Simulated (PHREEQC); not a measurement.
A PHREEQC input (ion-association model, phreeqc.dat):

```
SOLUTION 1
  temp 15
  units mg/kgw
  pH 12.5
  pe 9
  Na 78.1
  K 76.7
  Ca 113
  Mg 27.7
  Cl 243
  S(6) 129 as SO4
  Alkalinity 207 as HCO3
  Br 3.34
END
USE solution 1
EQUILIBRIUM_PHASES 1
  Quartz 0 0.5
  CO2(g) -3.4 10
END
```

It stops with these messages:

```
WARNING: Maximum iterations exceeded, 100
WARNING: Maximum iterations exceeded, 100
WARNING: The program has failed to converge to a numerical solution.
ERROR:           Alkalinity has not converged. Total: 3.392380e-03	Calculated: 1.901066e-02	Residual: -1.561828e-02
ERROR: Is non-carbonate alkalinity greater than total alkalinity?
ERROR:                   Br has not converged. Total: 4.180016e-05	Calculated: 4.115045e-05	Residual: 6.497138e-07
ERROR:                   Ca has not converged. Total: 2.819361e-03	Calculated: 7.243701e-03	Residual: -4.424340e-03
ERROR:                   Cl has not converged. Total: 6.854145e-03	Calculated: 6.761944e-03	Residual: 9.220116e-05
ERROR:                    K has not converged. Total: 1.961536e-03	Calculated: 1.936355e-03	Residual: 2.518144e-05
ERROR:                   Mg has not converged. Total: 1.139355e-03	Calculated: 1.301144e-03	Residual: -1.617887e-04
ERROR:                   Na has not converged. Total: 3.397159e-03	Calculated: 3.459656e-03	Residual: -6.249688e-05
ERROR:                 S(6) has not converged. Total: 1.342855e-03	Calculated: 1.273362e-03	Residual: 6.949289e-05
ERROR:                   Mu Ionic strength has not converged. 	Residual: -1.480792e-02
ERROR:               A(H2O) Activity of water has not converged. 	Residual: 2.497383e-04
ERROR: Model failed to converge for initial solution  1.
```

Question: Find the cause and the fix.

Answer: The fault: pH typed as 12.5 with the alkalinity kept. The line should read `pH 6.89` where the input has `pH 12.5`. With the mend the run ends at pH 8.58 and ionic strength 0.0170 mol/kgw.
